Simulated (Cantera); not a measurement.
A closed system holds: 1 mol Fe₂O₃, 0.22 mol SO₃, 4.1 mol H₂O, equilibrated at 1330 Pa.

Method: chemical equilibrium by Gibbs-energy minimisation in Cantera with the NASA 1993 tables (ideal gas, pure condensed phases). Candidate condensed phases: Fe, FeO, Fe(OH)₂, Fe(OH)₃, FeS, FeSO₄, FeS₂, Fe₂O₃, Fe₂(SO₄)₃, Fe₃O₄, H₂O, H₂SO₄, S; 22 gas species. Rates play no part.

Which condensed phases are stable at each of these points (T (K)): 750, 850, 950, 1050, 1150, 1250, 1350, 1450, 1550, 1650, 1750, 1850?


```json
[
 {"T (K)": "750", "condensed phases": "Fe₂O₃(s) + Fe₂(SO₄)₃(s)", "Fe condensed (%)": "100.0"},
 {"T (K)": "850", "condensed phases": "Fe₂O₃(s)", "Fe condensed (%)": "100.0"},
 {"T (K)": "950", "condensed phases": "Fe₂O₃(s)", "Fe condensed (%)": "100.0"},
 {"T (K)": "1050", "condensed phases": "Fe₂O₃(s)", "Fe condensed (%)": "100.0"},
 {"T (K)": "1150", "condensed phases": "Fe₂O₃(s)", "Fe condensed (%)": "100.0"},
 {"T (K)": "1250", "condensed phases": "Fe₂O₃(s)", "Fe condensed (%)": "100.0"},
 {"T (K)": "1350", "condensed phases": "Fe₂O₃(s)", "Fe condensed (%)": "100.0"},
 {"T (K)": "1450", "condensed phases": "Fe₃O₄(s)", "Fe condensed (%)": "100.0"},
 {"T (K)": "1550", "condensed phases": "Fe₃O₄(s)", "Fe condensed (%)": "100.0"},
 {"T (K)": "1650", "condensed phases": "Fe₃O₄(s)", "Fe condensed (%)": "100.0"},
 {"T (K)": "1750", "condensed phases": "Fe₃O₄(s)", "Fe condensed (%)": "100.0"},
 {"T (K)": "1850", "condensed phases": "Fe₃O₄(s)", "Fe condensed (%)": "100.0"}
]
```

At 750 K the condensed part is Fe₂O₃(s) + Fe₂(SO₄)₃(s). From 850 K to 1350 K the condensed part is Fe₂O₃(s). From 1450 K to 1850 K the condensed part is Fe₃O₄(s).
